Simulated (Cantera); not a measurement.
## Pyrogenic steam for wet oxidation

An isothermal, constant-pressure homogeneous reactor starts with H₂ : O₂ : N₂ = 0.65 : 1 : 13 (molar parts), equivalence ratio 0.33, at 1300 K and 0.590 bar.

Model: GRI-Mech 3.0 (53 species, 325 reactions), integrated in Cantera. The temperature is held fixed by assumption; the heat of reaction is taken as removed at once.

```tsv
t (s)	x H₂	x O₂	x OH	x HO₂	x NO	x N₂O
4.00e-5	0.0444	0.0683	7.61e-8	4.92e-8	<1e-12	<1e-12
0.000118	0.0405	0.0664	0.000428	1.23e-5	1.97e-9	1.36e-9
0.000348	0.00186	0.0467	0.00150	1.11e-5	4.83e-6	1.12e-7
0.00103	0.000242	0.0469	0.000485	6.31e-6	5.45e-6	1.86e-7
0.00303	2.30e-5	0.0471	0.000149	1.37e-6	5.43e-6	2.26e-7
0.00894	3.05e-6	0.0471	5.86e-5	2.49e-7	5.42e-6	2.40e-7
0.0264	6.12e-7	0.0471	2.78e-5	5.82e-8	5.43e-6	2.44e-7
0.0779	1.63e-7	0.0471	1.47e-5	1.79e-8	5.44e-6	2.36e-7
0.230	5.44e-8	0.0471	8.58e-6	8.72e-9	5.45e-6	2.01e-7
0.678	2.75e-8	0.0471	6.03e-6	7.27e-9	5.45e-6	1.21e-7
2.00	2.39e-8	0.0471	5.59e-6	7.21e-9	5.45e-6	3.22e-8
```
x: mole fraction; the columns are a selection and need not sum to one.

Equilibrium at this temperature and pressure: H₂ 2.38e-8, O₂ 0.0470, OH 5.57e-6, HO₂ 7.20e-9, NO 0.000202, N₂O 1.10e-8 (gas phase only).
